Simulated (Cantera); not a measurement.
A Cantera script and its output.

```python
import numpy as np
import cantera as ct

gas = ct.Solution("gri30.yaml")
gas.TP = 300, 170000
flame = ct.CounterflowDiffusionFlame(gas, width=0.02)
flame.fuel_inlet.X, flame.fuel_inlet.T = {'CO': 1, 'H2': 0.14, 'CH4': 0.038}, 373
flame.oxidizer_inlet.X, flame.oxidizer_inlet.T = {'O2': 0.19, 'N2': 0.81}, 425
flame.set_refine_criteria(ratio=3, slope=0.12, curve=0.24, prune=0.03)
show = ['OH', 'H', 'NO', 'CO', 'C2H2']

rows = []
print(f"{'mdot':>8s}{'a_max':>10s}{'a_mean':>10s}{'Tmax/K':>9s}" + "".join(f"{s:>11s}" for s in show) + "   (peak mole fractions)")
for i, mdot in enumerate([1, 1.5, 2.1, 3.1, 4.5, 6.5, 9.5, 14]):  # kg/m2/s on the oxidiser side
    flame.oxidizer_inlet.mdot, flame.fuel_inlet.mdot = mdot, 1 * mdot
    flame.solve(loglevel=0, auto=(i == 0))
    if flame.T.max() < max(373, 425) + 100:
        print(f"{mdot:8.3g}  no burning solution found from the previous one")
        break
    dT = np.abs(np.gradient(flame.T, flame.grid))
    rows.append([flame.strain_rate("max"), flame.strain_rate("mean"), flame.T.max(),
                 *(flame.X[gas.species_index(s)].max() for s in show), max(dT[0], dT[-1]) / dT.max()])
    print(f"{mdot:8.3g}{rows[-1][0]:10.1f}{rows[-1][1]:10.1f}{rows[-1][2]:9.1f}" + "".join(f"{x:11.3e}" for x in rows[-1][3:-1]))
```

Output:

```
    mdot     a_max    a_mean   Tmax/K         OH          H         NO         CO       C2H2   (peak mole fractions)
       1     285.3      73.3   2076.7  5.818e-03  4.542e-03  1.134e-04  8.556e-01  8.759e-04
     1.5     416.2     110.0   2038.0  5.933e-03  5.256e-03  9.377e-05  8.560e-01  9.092e-04
     2.1     571.2     153.9   2004.1  5.970e-03  5.884e-03  8.091e-05  8.558e-01  9.048e-04
     3.1     825.0     227.2   1962.4  5.934e-03  6.648e-03  6.809e-05  8.557e-01  8.626e-04
     4.5    1175.7     329.9   1920.2  5.816e-03  7.394e-03  5.693e-05  8.556e-01  7.804e-04
     6.5    1669.7     476.5   1879.2  5.668e-03  8.129e-03  4.694e-05  8.555e-01  6.706e-04
     9.5    2398.5     696.4   1833.2  5.385e-03  8.815e-03  3.683e-05  8.553e-01  5.236e-04
      14    3473.2    1026.2   1781.1  4.978e-03  9.349e-03  2.695e-05  8.553e-01  3.506e-04
```

Computed with Cantera and GRI-Mech 3.0 (53 species, 325 reactions). GRI-Mech 3.0 has no aromatics or soot, which form on the fuel side of real flames. The maximum strain rate includes the flame's own expansion and is several times the mean.
